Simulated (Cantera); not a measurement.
Source: NASA polynomial tables (part measured, part estimated), evaluated in Cantera. Values are per mole of reaction as written; species without (g) are pure solids or liquids, kept so even where they would boil at 1 bar.

**Question.** Between 1073 and 1673 K, where is each reaction favourable under standard conditions?
- 2 SO3(g) + 2 Pb = 3 O2(g) + 2 PbS
- 2 PbO + 2 CS2(g) = S2(g) + 2 CO(g) + 2 PbS(g)

**Answer.** 
- 2 SO3(g) + 2 Pb = 3 O2(g) + 2 PbS: ΔG° is 427 kJ at 1073 K and 324 kJ at 1673 K; it stays positive (K < 1). ΔH° is 642 kJ and ΔS° 190 J/K at 1673 K.
- 2 PbO + 2 CS2(g) = S2(g) + 2 CO(g) + 2 PbS(g): ΔG° is -156 kJ at 1073 K and -400 kJ at 1673 K; it stays negative (K > 1). ΔH° is 247 kJ and ΔS° 387 J/K at 1673 K.
